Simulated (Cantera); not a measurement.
Feed: 1 mol SiF4, 0.52 mol NO, 14 mol H2, 0.16 mol O3, equilibrated at 950 K and 0.435 Torr.

These are equilibrium values from Cantera (NASA tables, ideal gas, pure condensed phases), not measurements of a reactor. Candidate condensed phases: H2O, Si, SiO2, Si2N2O, Si3N4; 58 gas species. Equilibrium is a limit: real reactors are often held back by kinetics, nucleation or transport.

Base state: H2 0.827, HF 0.117, SiF4 0.0345, N2 0.0165, H2O 0.00531 (mole fractions); condensed: SiO2(β-quartz).

Task: What changes in the equilibrium state with this change: temperature from 950 K to 1500 K?

Result: 
```tsv
species	before	after
H2	0.827	0.814
HF	0.117	0.135
SiF4	0.0345	0.0273
N2	0.0165	0.0164
SiO	<1e-9	0.00375
SiF2	<1e-9	0.000125
SiO2(β-quartz), mol	0.458	0.465
```
The tables' values for SiF3, SiF2 are old estimates; treat these amounts as uncertain. The tables hold silica as quartz up to 1696 K and as liquid above; real silica turns to tridymite and cristobalite and melts near 1996 K.
